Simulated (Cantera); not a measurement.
Cantera run, input and output.

```python
import numpy as np
import cantera as ct

gas = ct.Solution("h2o2.yaml")
gas.TPX = 675, 19000, {'H2': 1, 'O2': 0.179, 'N2': 0.671}
flame = ct.FreeFlame(gas, width=0.13)
flame.set_refine_criteria(ratio=3, slope=0.08, curve=0.16)
flame.transport_model = "unity-Lewis-number"
flame.solve(loglevel=0, auto=True)
z, T = flame.grid, flame.T
thick = (T[-1] - T[0]) / np.gradient(T, z).max()
show = ['H2', 'O2', 'OH', 'O', 'H2O2', 'HO2']
print(f"laminar burning velocity  {flame.velocity[0] * 100:.3f} cm/s")
print(f"burnt temperature         {T[-1]:.1f} K")
print(f"thermal thickness         {thick * 1e3:.4f} mm")
print(f"grid points               {len(z)}")
z0 = z[flame.heat_release_rate.argmax()]
print(f"{'z/mm':>9s}{'T/K':>9s}{'u/(m/s)':>9s}" + "".join(f"{s:>11s}" for s in show))
rows = []
for k in (-3, -2, -1.5, -1, -0.5, -0.25, 0, 0.25, 0.5, 1, 2, 4, 8):
    zz = z0 + k * thick
    rows.append([k * thick, np.interp(zz, z, T), np.interp(zz, z, flame.velocity),
                 *(np.interp(zz, z, flame.X[gas.species_index(s)]) for s in show)])
    print(f"{rows[-1][0] * 1e3:9.3f}{rows[-1][1]:9.1f}{rows[-1][2]:9.3f}" + "".join(f"{x:11.3e}" for x in rows[-1][3:]))
```

Result:

```
laminar burning velocity  527.300 cm/s
burnt temperature         2112.3 K
thermal thickness         3.9175 mm
grid points               131
     z/mm      T/K  u/(m/s)         H2         O2         OH          O       H2O2        HO2
  -11.753    675.0    5.273  5.405e-01  9.676e-02  3.567e-18  3.706e-17  1.272e-12  2.861e-11
   -7.835    675.0    5.273  5.405e-01  9.676e-02  6.466e-15  7.448e-14  8.488e-12  2.087e-09
   -5.876    675.0    5.273  5.405e-01  9.676e-02  2.931e-13  3.339e-12  6.898e-11  1.969e-08
   -3.918    675.0    5.273  5.405e-01  9.675e-02  1.285e-10  1.150e-09  2.521e-09  7.059e-07
   -1.959    686.5    5.359  5.392e-01  9.599e-02  4.159e-06  4.328e-06  2.040e-07  3.306e-05
   -0.979    799.9    6.202  5.189e-01  8.629e-02  9.517e-05  1.687e-04  1.654e-07  2.717e-05
    0.000   1123.7    8.562  3.949e-01  3.615e-02  9.360e-04  1.819e-03  9.493e-08  8.951e-06
    0.979   1335.9   10.058  3.103e-01  3.303e-03  1.363e-03  8.899e-04  5.098e-08  7.346e-07
    1.959   1427.6   10.677  3.097e-01  3.539e-04  1.574e-03  5.265e-04  4.657e-08  7.243e-08
    3.918   1532.1   11.365  3.199e-01  1.393e-04  1.881e-03  4.750e-04  4.537e-08  2.697e-08
    7.835   1646.6   12.104  3.319e-01  1.103e-04  2.105e-03  3.989e-04  3.580e-08  2.048e-08
   15.670   1760.1   12.820  3.439e-01  7.708e-05  2.132e-03  2.901e-04  2.266e-08  1.460e-08
   31.340   1863.8   13.461  3.548e-01  4.642e-05  1.935e-03  1.808e-04  1.227e-08  9.619e-09
```

Detailed kinetics in Cantera: the H2/O2 subset of GRI-Mech 3.0, which has no nitrogen chemistry. Unity Lewis numbers drop preferential diffusion, which matters most where H2 and H carry the flame. Burning velocities carry a grid error of a few per cent, more on coarse grids.
